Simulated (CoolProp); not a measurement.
Properties of cis-2-butene at several states (Tc = 435.8 K, pc = 4.236 MPa, ω = 0.202).

The numbers come from the reference Helmholtz-energy equation of state, Lemmon 2005 in CoolProp. It is a short technical equation, of lower accuracy than the large ones.

| T (K) | p (MPa) | phase | cp (kJ/(kg K)) | cv (kJ/(kg K)) | isothermal compressibility (1/MPa) | expansivity (1/kK) |
|---|---|---|---|---|---|---|
| 432.9 | 24.1 | liquid | ? | 1.950 | 0.005582 | ? |
| 155.4 | 0.0192 | liquid | 1.995 | ? | 0.0005871 | 1.357 |
| 515.1 | 0.44 | gas | ? | 2.115 | 2.322 | 2.085 |
| 494.7 | 4.89 | supercritical | 2.845 | 2.148 | 0.3093 | 6.485 |
| 314.5 | 0.0428 | gas | ? | 1.361 | 23.62 | 3.300 |
| 219.9 | 0.013 | liquid | 2.009 | 1.354 | 0.001054 | ? |

Q: Complete the blanks.

A: 
- 432.9, cp (kJ/(kg K)): 2.650
- 432.9, expansivity (1/kK): 2.144
- 155.4, cv (kJ/(kg K)): 1.360
- 515.1, cp (kJ/(kg K)): 2.278
- 314.5, cp (kJ/(kg K)): 1.517
- 219.9, expansivity (1/kK): 1.484
